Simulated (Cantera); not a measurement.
Input: 1 mol SiC, 0.17 mol Si, 0.36 mol H2, at 2650 K and 120000 Pa.

These are equilibrium values from Cantera (NASA tables, ideal gas, pure condensed phases), not measurements of a reactor. Candidate condensed phases: C, C6H6, C7H8, C8H18, Si, SiC; 87 gas species. Mutual solubility and eutectic melting of coexisting phases are not modelled. Gases not in the tables: Si2H6 and higher silanes. Rates play no part.

Q: What is the equilibrium state?

A: 
```
Item                                         Value
--------------------------------------  ----------
x(H2)                                        0.938
x(H)                                        0.0414
x(Si)                                       0.0114
x(SiH)                                     0.00257
x(Si2C)                                    0.00234
x(C2H2 (acetylene))                        0.00205
x(SiH2)                                    0.00159
x(SiC2)                                   0.000494
x(Si2)                                    0.000374
n(Si(l))                                 0.165 mol
n(SiC(s))                                0.997 mol
gas amount                              0.3737 mol
log10 activity of C(graphite) (absent)       -0.48
```
